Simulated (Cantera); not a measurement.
A Cantera script and its output.

```python
import numpy as np
import cantera as ct

gas = ct.Solution("h2o2.yaml")
gas.TPX = 1373, 2200, {'H2': 0.07, 'O2': 1}
reactor = ct.IdealGasConstPressureReactor(gas, energy="off", clone=False)
net = ct.ReactorNet([reactor])
net.rtol, net.atol = 1e-08, 1e-18
show = ['H2', 'O2', 'HO2', 'H2O2', 'H']
times = np.geomspace(2e-05, 5, 15)

steps = ct.SolutionArray(gas, extra=["t"])
rows = []
print(f"{'t/s':>10s}{'T/K':>9s}{'P/Pa':>11s}" + "".join(f"{s:>11s}" for s in show))
for t in times:
    while net.time < t:
        t_next = net.step()
        steps.append(gas.state, t=t_next)
    rows.append([np.interp(t, steps.t, y) for y in (steps.T, steps.P, *steps(*show).X.T)])
    print(f"{t:10.3e}{rows[-1][0]:9.1f}{rows[-1][1]:11.4g}" + "".join(f"{x:11.3e}" for x in rows[-1][2:]))
rate = np.gradient(steps.T, steps.t)
print("integrator steps:", len(steps.t))
if steps.T.max() > steps.T[0] + 200:
    print(f"time of steepest temperature rise: {steps.t[rate.argmax()]:.4e} s")
gas.TPX = 1373, 2200, {'H2': 0.07, 'O2': 1}
gas.equilibrate("TP")
print(f"equilibrium (TP): T = {gas.T:.1f} K  " + "  ".join(f"{s} {gas[s].X[0]:.3e}" for s in show))
```

Output:

```
       t/s      T/K       P/Pa         H2         O2        HO2       H2O2          H
 2.000e-05   1373.0       2200  6.542e-02  9.346e-01  3.223e-08  1.064e-11  2.127e-08
 4.860e-05   1373.0       2200  6.542e-02  9.346e-01  7.834e-08  6.218e-11  5.306e-08
 1.181e-04   1373.0       2200  6.542e-02  9.346e-01  1.908e-07  3.581e-10  2.935e-07
 2.869e-04   1373.0       2200  6.536e-02  9.345e-01  5.091e-07  2.042e-09  1.320e-05
 6.971e-04   1373.0       2200  1.349e-02  8.945e-01  4.634e-06  2.535e-07  1.153e-02
 1.694e-03   1373.0       2200  1.348e-03  8.832e-01  4.231e-06  1.232e-07  9.059e-03
 4.116e-03   1373.0       2200  1.218e-03  8.886e-01  4.136e-06  1.224e-07  7.644e-03
 1.000e-02   1373.0       2200  9.573e-04  8.988e-01  3.877e-06  1.187e-07  5.153e-03
 2.430e-02   1373.0       2200  5.600e-04  9.131e-01  3.221e-06  1.049e-07  2.208e-03
 5.904e-02   1373.0       2200  2.077e-04  9.250e-01  2.031e-06  7.429e-08  4.825e-04
 1.435e-01   1373.0       2200  5.172e-05  9.302e-01  8.636e-07  3.957e-08  5.915e-05
 3.486e-01   1373.0       2200  1.123e-05  9.317e-01  2.767e-07  1.718e-08  5.967e-06
 8.469e-01   1373.0       2200  2.619e-06  9.321e-01  9.313e-08  6.798e-09  6.738e-07
 2.058e+00   1373.0       2200  7.163e-07  9.323e-01  5.359e-08  2.698e-09  9.666e-08
 5.000e+00   1373.0       2200  2.501e-07  9.323e-01  5.830e-08  1.273e-09  2.001e-08
integrator steps: 1690
equilibrium (TP): T = 1373.0 K  H2 1.408e-07  O2 9.323e-01  HO2 6.987e-08  H2O2 9.021e-10  H 8.480e-09
```

Computed with Cantera and the H2/O2 subset of GRI-Mech 3.0, which has no nitrogen chemistry. Radical loss at walls, strong at low pressure, is not modelled. The temperature is held fixed by assumption; the heat of reaction is taken as removed at once.
